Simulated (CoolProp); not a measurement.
Aqueous potassium acetate as a coolant, at -16 °C, 1 atm.

Values from CoolProp's Melinder's fits for secondary coolants.

```
mass %  freezing point (°C)  viscosity (mPa s)  Prandtl number  density (kg/m³)  cp (kJ/(kg K))
------  -------------------  -----------------  --------------  ---------------  --------------
26.1                  -17.6               6.89            48.6             1148           3.272
29.6                  -22.5               7.97            55.5             1169           3.168
33                    -28.2               9.35            64.2             1189           3.068
36.4                  -34.7               11.2            75.5             1209           2.970
39.8                  -41.7               13.5            89.8             1229           2.875
```
